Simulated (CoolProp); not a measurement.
A Linde-Hampson liquefier for methane: isothermal reversible compression at 280 K from 1 atm to 40 MPa, throttling to 1 atm, return gas leaving the recuperator 5 K below the feed. Each further row changes one setting.

Computed with CoolProp (reference Helmholtz-energy equation of state, Setzmann 1991).

```csv
case,liquid yield per pass,compression work (kJ/kg of gas)
as stated,[?],803
high pressure 80 MPa,[?],[?]
warm-end temperature 310 K,[?],[?]
warm-end gap 10 K,[?],803
```

### Question
Complete the blanks.

### Answer

- as stated, liquid yield per pass: 0.278
- high pressure 80 MPa, liquid yield per pass: 0.245
- high pressure 80 MPa, compression work (kJ/kg of gas): 934
- warm-end temperature 310 K, liquid yield per pass: 0.222
- warm-end temperature 310 K, compression work (kJ/kg of gas): 914
- warm-end gap 10 K, liquid yield per pass: 0.269
